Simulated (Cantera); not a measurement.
A perfectly stirred reactor is fed with CH4 : C2H6 : O2 : N2 = 1 : 0.23 : 1.75 : 6.59 (molar parts), at 225 Torr; it is adiabatic with a 748 K inlet, and is followed from long to short residence time, starting on the burning branch (τ in s: 0.36, 0.15, 0.063, 0.026, 0.011, 0.0046, 0.0019, 0.00079, 0.00033, 0.00014, 5.7e-05, 2.4e-05, 9.8e-06).

Detailed kinetics in Cantera: GRI-Mech 3.0 (53 species, 325 reactions).

Question: What does this change do: pressure from 225 Torr to 3750 Torr?

Answer: 
```
quantity                                                                        before                                after
------------------------------------------------  ------------------------------------  -----------------------------------
blow-out, bracketed by the residence times tried  burning at 0.330 ms, out at 0.140 ms  burning at 0.140 ms, out at 57.0 µs
x(CH4) at τ = 0.360 s                                                          2.02e-5                              5.73e-5
x(C2H6) at τ = 0.360 s                                                         8.59e-8                              1.82e-8
x(O2) at τ = 0.360 s                                                           4.23e-5                              7.74e-6
x(N2O) at τ = 0.360 s                                                          7.24e-9                              3.58e-9
x(HCN) at τ = 0.360 s                                                          9.60e-6                              2.67e-6
x(CH4) at τ = 1.90 ms                                                         0.000899                              0.00260
x(C2H6) at τ = 1.90 ms                                                         1.43e-5                              5.14e-6
x(O2) at τ = 1.90 ms                                                           0.00249                             0.000956
x(N2O) at τ = 1.90 ms                                                          9.92e-8                              3.99e-8
x(HCN) at τ = 1.90 ms                                                         0.000394                             0.000178
```
